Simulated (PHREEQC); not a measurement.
Make-up at 25 °C: 0.12 mol HCl and 0.0029 mol ZnSO4 per kg of water. Closed to the air; pH follows from the charge balance.

All values are PHREEQC results (ion-association model, wateq4f.dat), not measurements.

```json
[
 {"quantity": "pH", "before": "1.02", "after": "2.94"},
 {"quantity": "Zn+2 (mol/kgw)", "before": "0.00253", "after": "2.88e-5"},
 {"quantity": "HSO4- (mol/kgw)", "before": "0.00231", "after": "2.61e-6"},
 {"quantity": "SO4-2 (mol/kgw)", "before": "0.000547", "after": "2.63e-5"},
 {"quantity": "ZnCl+ (mol/kgw)", "before": "0.000303", "after": "7.93e-8"},
 {"quantity": "ZnSO4 (mol/kgw)", "before": "4.07e-5", "after": "1.29e-7"},
 {"quantity": "SI of Goslarite (ZnSO4:7H2O)", "before": "-4.80", "after": "-7.30"},
 {"quantity": "SI of Zincite(c) (ZnO)", "before": "-12.13", "after": "-9.87"}
]
```

Name the change that produced these shifts.
(A) temperature from 25 to 30 °C
(B) diluted 10-fold with water
(C) ZnSO4 from 0.0029 to 0.00261 mol/kgw
(D) diluted 100-fold with water

D, diluted 100-fold with water

Precipitation was switched off in this run.
